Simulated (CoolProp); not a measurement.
Properties of normal hydrogen along the isobar 0.101 MPa.

The numbers come from the reference Helmholtz-energy equation of state, Leachman 2009 in CoolProp.

```json
[
 {"T (K)": "25.7", "phase": "gas", "Z": "[?]", "Prandtl number": "[?]"},
 {"T (K)": "60.2", "phase": "gas", "Z": "0.9956", "Prandtl number": "[?]"},
 {"T (K)": "94.8", "phase": "gas", "Z": "0.9996", "Prandtl number": "[?]"},
 {"T (K)": "129.4", "phase": "gas", "Z": "1.000", "Prandtl number": "0.685"},
 {"T (K)": "163.9", "phase": "gas", "Z": "1.001", "Prandtl number": "[?]"},
 {"T (K)": "198.5", "phase": "gas", "Z": "1.001", "Prandtl number": "[?]"},
 {"T (K)": "233", "phase": "gas", "Z": "1.001", "Prandtl number": "0.686"},
 {"T (K)": "267.6", "phase": "gas", "Z": "1.001", "Prandtl number": "0.686"},
 {"T (K)": "302.1", "phase": "gas", "Z": "1.001", "Prandtl number": "0.685"},
 {"T (K)": "336.7", "phase": "gas", "Z": "1.001", "Prandtl number": "0.685"}
]
```

Task: What belongs in the gaps?

Result: 
- 25.7, Z: 0.9495
- 25.7, Prandtl number: 0.679
- 60.2, Prandtl number: 0.665
- 94.8, Prandtl number: 0.674
- 163.9, Prandtl number: 0.688
- 198.5, Prandtl number: 0.687

Viscosity comes from a separate model (Muzny 2013). Thermal conductivity comes from a separate model (Assael 2011).
